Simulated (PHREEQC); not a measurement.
Consider water at 95 °C with 7.7 mmol/kgw CuSO4, 1.1 mmol/kgw H2SO4 and 11 mmol/kgw FeCl3. Closed to the air; pH follows from the charge balance.

Computed with PHREEQC (ion-association model, phreeqc.dat).

Each row changes one thing in this solution. Precipitation was switched off in this run.

```
case                                                pH  ionic strength (mol/kgw)  FeOH+2 (mol/kgw)  Cu+2 (mol/kgw)  HSO4- (mol/kgw)  CuCl+ (mol/kgw)  SI of Goethite (FeOOH)  SI of Hematite (Fe2O3)
------------------------------------------------  ----  ------------------------  ----------------  --------------  ---------------  ---------------  ----------------------  ----------------------
as made                                           2.24                    0.0537           0.00507         0.00466          0.00360          0.00253                   +5.54                  +13.36
temperature from 95 to 35 °C                       ___                    0.0558           0.00211         0.00666         0.000572         0.000422                   +5.02                  +12.10
H2SO4 from 0.0011 to 0.00022 mol/kgw               ___                    0.0531           0.00521         0.00466          0.00312          0.00254                   +5.65                  +13.57
CuSO4 from 0.0077 to 0.0116 mol/kgw               2.33                    0.0596           0.00470         0.00690          0.00482          0.00353                   +5.69                  +13.64
H2SO4 replaced by Fe2(SO4)3 at the same molality   ___                    0.0583           0.00579         0.00461          0.00414          0.00245                   +5.72                  +13.71
temperature from 95 to 50 °C                      2.33                    0.0551           0.00283         0.00631         0.000940         0.000748                   +5.18                  +12.47
```

Question: What belongs in the gaps?

Answer: 
- temperature from 95 to 35 °C, pH: 2.38
- H2SO4 from 0.0011 to 0.00022 mol/kgw, pH: 2.28
- H2SO4 replaced by Fe2(SO4)3 at the same molality, pH: 2.30

Some of these states are supersaturated (in Hematite (slow to form), Goethite (slow to form), for instance). Away from 25 °C the constants follow the database's enthalpies or fits; those with neither stay at their 25 °C values.
